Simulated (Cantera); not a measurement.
Charge: 1 mol Si, 0.67 mol H₂O, 200 mol N₂, 0.19 mol O₂, equilibrated at 2073.15 K and 0.280 bar.

Method: chemical equilibrium by Gibbs-energy minimisation in Cantera with the NASA 1993 tables (ideal gas, pure condensed phases). Candidate condensed phases: H₂O, Si, SiO₂, Si₂N₂O, Si₃N₄; 35 gas species. Kinetics and transport are ignored.

What is the equilibrium state?


```
Property                              Value
--------------------------------  ---------
x(N₂)                                 0.992
x(SiO)                              0.00496
x(H₂)                               0.00294
x(H)                               0.000270
x(H₂O)                             0.000242
x(OH)                               2.52e-6
x(NO)                               1.74e-6
x(SiO₂)                             1.62e-6
gas amount                        201.7 mol
log10 activity of Si(l) (absent)      -5.01
```
